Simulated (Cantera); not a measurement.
A perfectly stirred reactor is fed with CH₄ : O₂ : N₂ = 1 : 2.5 : 9.4 (molar parts), at 1.60 bar; it is adiabatic with a 525 K inlet, and is followed from long to short residence time, starting on the burning branch (τ in s: 0.069, 0.036, 0.019, 0.0096, 0.005, 0.0026, 0.0013, 0.0007, 0.00036, 0.00019, 9.8e-05, 5.1e-05, 2.6e-05).

Detailed kinetics in Cantera: GRI-Mech 3.0 (53 species, 325 reactions).

One state of this run: T (K) = 2142; x CH₄ = 1.05e-5; x O₂ = 0.0390; x NO = 0.000350; x HO₂ = 2.43e-6; x H = 0.000178; x H₂ = 0.000910. x: mole fraction; the columns are a selection and need not sum to one.

Task: Which value of τ (s) does it belong to?
(A) 2.6e-5
(B) 5.1e-5
(C) 0.019
(D) 0.0013

Result: C, 0.019
